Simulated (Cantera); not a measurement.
Feed: 1 mol Ti, a varied amount of H₂O, 1.9 mol CO, at 1600 K and 10.0 mbar.

Equilibrium computed with Cantera from the NASA thermochemical tables; the gas is ideal and each condensed phase is pure. Candidate condensed phases: C, C₆H₆, C₇H₈, C₈H₁₈, H₂O, Ti, TiC, TiO, TiO₂, Ti₂O₃, Ti₃O₅, Ti₄O₇; 113 gas species. Mutual solubility and eutectic melting of coexisting phases are not modelled. TiC: taken at fixed stoichiometry. Condensed phases not in the tables: Magnéli phases beyond Ti₄O₇. Equilibrium is a limit: real reactors are often held back by kinetics, nucleation or transport.

log p: log10 of the partial pressure in bar; n: condensed amount in mol.

| n(H₂O) (mol) | log p CO | log p H₂O | log p H₂ | log p CO₂ | log p H | log p OH | log p CH₄ | n TiC(s) | n Ti₂O₃(s) | n TiO₂(rutile) | n Ti₄O₇(s) |
|---|---|---|---|---|---|---|---|---|---|---|---|
| 0.44 | -2.11 | -6.56 | -2.64 | -6.51 | -5.58 | -10.91 | -9.32 | 0.424 | 0.288 | 0 | 0 |
| 0.6 | -2.14 | -6.48 | -2.55 | -6.55 | -5.54 | -10.88 | -9.16 | 0.360 | 0.320 | 0 | 0 |
| 0.81 | -2.18 | -6.42 | (withheld) | -6.60 | -5.50 | -10.85 | (withheld) | (withheld) | (withheld) | 0 | 0 |
| 1.1 | -2.21 | -6.37 | -2.41 | -6.65 | -5.47 | -10.84 | -8.92 | 0.160 | 0.420 | 0 | 0 |
| 1.5 | -2.25 | -6.33 | (withheld) | -6.70 | -5.44 | -10.82 | (withheld) | 0 | (withheld) | 0 | 0 |
| 2 | -2.32 | -3.80 | -2.30 | -4.29 | -5.42 | -8.32 | -11.28 | 0 | 0 | 0.672 | 0.0821 |
| 2.7 | -2.42 | -2.92 | -2.33 | -3.49 | -5.43 | -7.43 | -12.34 | 0 | 0 | 1.00 | 0 |
| 3.7 | -2.55 | -2.61 | -2.38 | -3.25 | -5.46 | -7.09 | -12.94 | 0 | 0 | 1.00 | 0 |
| 5 | -2.69 | -2.44 | -2.44 | -3.16 | -5.49 | -6.89 | -13.43 | 0 | 0 | 1.00 | 0 |
| 6.7 | -2.84 | -2.33 | -2.51 | -3.13 | -5.52 | -6.74 | -13.89 | 0 | 0 | 1.00 | 0 |
| 9.1 | -3.00 | -2.24 | -2.59 | -3.13 | -5.56 | -6.62 | <-14 | 0 | 0 | 1.00 | 0 |
| 12 | -3.17 | -2.19 | -2.67 | -3.16 | -5.60 | -6.52 | <-14 | 0 | 0 | 1.00 | 0 |

### Question
Fill in the missing entries.

### Answer

- 1.5, log p H₂: -2.36
- 1.5, log p CH₄: -8.84
- 1.5, n Ti₂O₃(s): 0.500
- 0.81, log p H₂: -2.48
- 0.81, log p CH₄: -9.03
- 0.81, n TiC(s): 0.276
- 0.81, n Ti₂O₃(s): 0.362
